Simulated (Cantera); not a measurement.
A Cantera script and its output.

```python
import numpy as np
import cantera as ct

surf = ct.Interface("diamond.yaml", "diamond_100")
gas, bulk = surf.adjacent["gas"], surf.adjacent["diamond"]
k = surf.kinetics_species_index(bulk.species_names[0])
cover = ["c6HH", "c6H*", "c6*H", "c6**", "c6HM", "c6B"]

rows, drift = [], 0.0
print(f"{'T':>10s}{'um/h':>11s}" + "".join(f"{s:>11s}" for s in cover))
for v in [950, 1025, 1100, 1175, 1250, 1325, 1400]:
    T, P, xH, xCH3 = v, 12000, 0.00088, 2.4e-05
    gas.TPX = T, P, {"H": xH, "CH3": xCH3, "CH4": 0.014, "H2": 1 - xH - xCH3 - 0.014}
    surf.TP = bulk.TP = T, P
    surf.coverages = "c6H*:0.1, c6HH:0.9"
    surf.advance_coverages(100.0)
    before = surf.coverages
    surf.advance_coverages(100.0)
    drift = max(drift, np.max(np.abs(surf.coverages - before) / (surf.coverages + 1e-9)))
    rate = surf.net_production_rates[k] * bulk.mean_molecular_weight / bulk.density * 3.6e9
    rows.append([rate, *surf[cover].coverages])
    print(f"{v:10.4g}{rate:11.4e}" + "".join(f"{x:11.3e}" for x in rows[-1][1:]))
```

It prints:

```
         T       um/h       c6HH       c6H*       c6*H       c6**       c6HM        c6B
       950 1.1180e+00  6.313e-01  1.376e-02  3.263e-01  6.171e-03  1.721e-02  3.034e-09
      1025 1.3850e+00  5.713e-01  2.006e-02  3.831e-01  1.022e-02  1.088e-02  3.758e-09
      1100 1.1484e+00  5.201e-01  2.716e-02  4.301e-01  1.514e-02  4.911e-03  3.116e-09
      1175 6.2241e-01  4.782e-01  3.454e-02  4.646e-01  2.026e-02  1.372e-03  1.689e-09
      1250 3.6539e-01  4.466e-01  4.173e-02  4.861e-01  2.481e-02  3.062e-04  9.915e-10
      1325 2.9509e-01  4.265e-01  4.842e-02  4.965e-01  2.825e-02  6.750e-05  8.007e-10
      1400 2.1820e-01  4.170e-01  5.442e-02  4.980e-01  3.040e-02  1.530e-05  5.921e-10
```

Cantera simulation using the Harris–Goodwin 1993 mechanism for the reconstructed diamond (100) surface; the numbers are that mechanism's predictions, not measurements.
